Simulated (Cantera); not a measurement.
Input: 1 mol BF3, 0.53 mol H2O, equilibrated at 1098.15 K and 120 Torr.

Equilibrium computed with Cantera from the NASA thermochemical tables; the gas is ideal and each condensed phase is pure. Gases not in the tables: H3BO3. Rates play no part.

```
species         before     after
------------  --------  --------
H2O              0.192     0.597
HF               0.275     0.280
BF3              0.486     0.106
B3O3F3          0.0449    0.0126
(HBO2)3       0.000403   0.00325
HBO2          0.000163  0.000326
BOF           0.000889  0.000583
B2O3(l), mol         0     0.135
```
Gas species are given as mole fractions.

### Question
Name the change that produced these shifts.
(A) H2O from 0.53 to 1.3 mol
(B) pressure from 120 Torr to 0.975 Torr
(C) H2O from 0.53 to 3.5 mol
(D) H2O from 0.53 to 11 mol

### Answer
C, H2O from 0.53 to 3.5 mol
